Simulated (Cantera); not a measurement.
Charge: 1 mol SiCl4, 0.73 mol Cl2, 3.9 mol H2, at 1 atm.

Equilibrium computed with Cantera from the NASA thermochemical tables; the gas is ideal and each condensed phase is pure. Candidate condensed phases: Si; 19 gas species. Equilibrium is a limit: real reactors are often held back by kinetics, nucleation or transport.

Problem. At 698 K, list the 4 most abundant gas species with their mole fractions, and the condensed phases.

Solution. H2 0.563, HCl 0.259, SiCl4 0.178, SiHCl3 7.61e-5. Condensed: gas only.
